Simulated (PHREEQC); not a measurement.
# Phosphoric acid bath (model solution)

Solution (70 °C): 0.005 mol/kgw KH2PO4, 0.0048 mol/kgw HF and 0.021 mol/kgw H3AsO4. Closed to the air; pH follows from the charge balance.

Model: ion-association model, wateq4f.dat, run in PHREEQC.

This is a speciation only: nothing precipitates in the calculation.

Problem. Estimate the pH, ionic strength.

Solution. pH 2.25; ionic strength 0.0112 mol/kgw.

Problem. In which forms is P present?

Solution. H3PO4 54 %, H2PO4- 46 % of the P.

Complexes and solids missing from the database can't appear. H3PO4, which wateq4f.dat lacks, is added to it with the constant of phreeqc.dat. Away from 25 °C the constants follow the database's enthalpies or fits; those with neither stay at their 25 °C values.
